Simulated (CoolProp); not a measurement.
Benzene at 571.4 K and 12.1 MPa flows at 5.8 m/s in a round tube of 12.7 mm bore and 15 µm roughness, fully developed (64/Re and Nu = 3.66 if laminar; Colebrook and Gnielinski if turbulent). Each further row changes one setting.

Computed with CoolProp (reference Helmholtz-energy equation of state, Thol 2012).

```
case               Reynolds number  Darcy friction factor  pressure drop (Pa/m)  heat-transfer coefficient (W/(m² K))  mass flow (kg/h)
-----------------  ---------------  ---------------------  --------------------  ------------------------------------  ----------------
as stated                   555000                 0.0209                 15200                                 14500              1450
velocity 11.6 m/s          1110000                 0.0207                 59900                                 28800              2890
diameter 25.4 mm           1110000                 0.0177                  6420                                 12700              5780
```

Viscosity comes from a separate model (Avgeri 2014). Thermal conductivity comes from a separate model (Assael 2012).
